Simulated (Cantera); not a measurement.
Silicon epitaxy and polysilicon growth: Si₃H₈ + HCl + N₂

A closed system holds: 1 mol Si₃H₈, 0.05 mol HCl, a varied amount of N₂, equilibrated at 1573 K and 820 Pa.

These are equilibrium values from Cantera (NASA tables, ideal gas, pure condensed phases), not measurements of a reactor. Candidate condensed phases: NH₄Cl, Si, Si₃N₄; 28 gas species. The feed counts by its element totals alone. Kinetics and transport are ignored.

| n(N₂) (mol) | x N₂ | x H₂ | x HCl | x H | x SiCl₂ | x Cl | x Si | x SiCl | n Si₃N₄(s) |
|---|---|---|---|---|---|---|---|---|---|
| 8.3 | 0.609 | 0.386 | 0.00478 | 0.000279 | 2.24e-5 | 2.75e-6 | 7.49e-7 | 2.10e-7 | 1.000 |
| 29 | 0.869 | 0.129 | 0.00160 | 0.000161 | 5.90e-6 | 1.59e-6 | 5.90e-7 | 9.59e-8 | 1.000 |
| 49 | 0.921 | 0.0783 | 0.000971 | 0.000126 | 3.46e-6 | 1.24e-6 | 5.68e-7 | 7.20e-8 | 1.000 |
| 69 | 0.943 | 0.0562 | 0.000698 | 0.000106 | 2.44e-6 | 1.05e-6 | 5.59e-7 | 6.01e-8 | 1.000 |
| 89 | 0.955 | 0.0439 | 0.000544 | 9.41e-5 | 1.89e-6 | 9.27e-7 | 5.54e-7 | 5.26e-8 | 1.000 |
| 110 | 0.964 | 0.0357 | 0.000442 | 8.48e-5 | 1.53e-6 | 8.36e-7 | 5.51e-7 | 4.71e-8 | 1.000 |
| 130 | 0.969 | 0.0303 | 0.000375 | 7.81e-5 | 1.29e-6 | 7.70e-7 | 5.49e-7 | 4.33e-8 | 1.000 |
| 150 | 0.973 | 0.0263 | 0.000326 | 7.28e-5 | 1.12e-6 | 7.17e-7 | 5.48e-7 | 4.02e-8 | 1.000 |
| 170 | 0.976 | 0.0232 | 0.000288 | 6.84e-5 | 9.85e-7 | 6.74e-7 | 5.46e-7 | 3.77e-8 | 1.000 |
x: gas mole fraction; n: condensed amount in mol.

From 8.3 mol N₂ to 170 mol N₂ the condensed part is Si₃N₄(s). The main Si-bearing gas is SiCl₂ throughout.
